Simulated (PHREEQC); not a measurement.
Solution (25 °C): 0.01 mol MgCl2, 1.3e-05 mol CO2 and 0.0021 mol MgSO4 per kg of water. Closed to the air; pH follows from the charge balance.

Computed with PHREEQC (ion-association model, phreeqc.dat).

This is a speciation only: nothing precipitates in the calculation.

Question: Predict the pH, ionic strength.

Answer: pH 5.66; ionic strength 0.0349 mol/kgw.

Question: In which forms is S present?

Answer: SO4-2 59 %, MgSO4 41 % of the S.
